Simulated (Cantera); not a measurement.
Stirred combustor or abatement burner

A perfectly stirred reactor is fed with H₂ : O₂ : N₂ : H₂O = 1 : 0.333 : 1.25 : 0.42 (molar parts), at 260000 Pa; it is adiabatic with a 625 K inlet, and is followed from long to short residence time, starting on the burning branch (τ in s: 0.1, 0.045, 0.02, 0.0089, 0.0039, 0.0017, 0.00077, 0.00034, 0.00015, 6.7e-05, 3e-05, 1.3e-05, 5.8e-06).

Model: the H2/O2 subset of GRI-Mech 3.0, which has no nitrogen chemistry, integrated in Cantera. The hydrogen kinetics of GRI-Mech 3.0 are dated; newer H2 mechanisms differ, most at raised pressure.

| τ (s) | T (K) | x H₂ | x O₂ | x H₂O | x OH | x HO₂ | x H | x H₂O₂ |
|---|---|---|---|---|---|---|---|---|
| 0.10 | 2195 | 0.125 | 2.58e-5 | 0.406 | 0.000702 | 1.58e-8 | 0.00156 | 9.07e-9 |
| 0.045 | 2192 | 0.124 | 4.44e-5 | 0.405 | 0.000845 | 2.90e-8 | 0.00189 | 1.37e-8 |
| 0.020 | 2186 | 0.124 | 7.70e-5 | 0.405 | 0.00109 | 6.04e-8 | 0.00246 | 2.32e-8 |
| 0.0089 | 2178 | 0.124 | 0.000132 | 0.404 | 0.00148 | 1.33e-7 | 0.00338 | 4.17e-8 |
| 0.0039 | 2165 | 0.124 | 0.000231 | 0.403 | 0.00207 | 3.00e-7 | 0.00481 | 7.59e-8 |
| 0.0017 | 2145 | 0.123 | 0.000408 | 0.401 | 0.00288 | 6.51e-7 | 0.00691 | 1.33e-7 |
| 0.00077 | 2118 | 0.123 | 0.000708 | 0.398 | 0.00389 | 1.29e-6 | 0.00977 | 2.16e-7 |
| 0.00034 | 2078 | 0.122 | 0.00125 | 0.394 | 0.00516 | 2.47e-6 | 0.0139 | 3.43e-7 |
| 0.00015 | 2021 | 0.122 | 0.00219 | 0.388 | 0.00654 | 4.55e-6 | 0.0195 | 5.39e-7 |
| 6.7e-5 | 1946 | 0.122 | 0.00374 | 0.381 | 0.00774 | 8.18e-6 | 0.0269 | 8.60e-7 |
| 3.0e-5 | 1848 | 0.122 | 0.00630 | 0.371 | 0.00839 | 1.48e-5 | 0.0357 | 1.43e-6 |
| 1.3e-5 | 1722 | 0.127 | 0.0111 | 0.357 | 0.00799 | 2.89e-5 | 0.0452 | 2.52e-6 |
| 5.8e-6 | 1566 | 0.144 | 0.0215 | 0.333 | 0.00615 | 6.47e-5 | 0.0487 | 4.34e-6 |
x: mole fraction; the columns are a selection and need not sum to one.
